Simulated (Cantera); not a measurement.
An adiabatic, constant-volume homogeneous reactor starts with CO : H2 : O2 : N2 = 1 : 0.19 : 1.92 : 7.22 (molar parts), equivalence ratio 0.31, at 1625 K and 1.01 bar.

Computed with Cantera and GRI-Mech 3.0 (53 species, 325 reactions).

Question: Predict: time of steepest temperature rise; temperature at 0.300 s; equilibrium temperature; x(CO) at 0.300 s; x(H2) at 0.300 s; x(O2) at 0.300 s; x(O) at 0.300 s; x(H2O2) at 0.300 s; x(NO) at 0.300 s.

Answer: 
- time of steepest temperature rise: 55.9 µs
- temperature at 0.300 s: 2503 K
- equilibrium temperature: 2503 K
- x(CO) at 0.300 s: 0.00814 (gas-phase equilibrium 0.00814)
- x(H2) at 0.300 s: 0.000232 (gas-phase equilibrium 0.000232)
- x(O2) at 0.300 s: 0.127 (gas-phase equilibrium 0.127)
- x(O) at 0.300 s: 0.00434 (gas-phase equilibrium 0.00434)
- x(H2O2) at 0.300 s: 5.11e-8 (gas-phase equilibrium 5.11e-8)
- x(NO) at 0.300 s: 0.0174 (gas-phase equilibrium 0.0174)
